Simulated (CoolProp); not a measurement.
Computed with CoolProp (reference Helmholtz-energy equation of state, Thol 2018).

Q: For hydrogen chloride, give the phase and the density (kg/m³), cp (kJ/(kg K)), isothermal compressibility (1/MPa), expansivity (1/kK) at 305.3 K and 18.5 MPa; 305.3 K and 20.8 MPa.

A: 
- 305.3 K and 18.5 MPa: liquid; density 882, cp 1.93, isothermal compressibility 0.00604, expansivity 4.29
- 305.3 K and 20.8 MPa: liquid; density 894, cp 1.87, isothermal compressibility 0.00540, expansivity 3.98
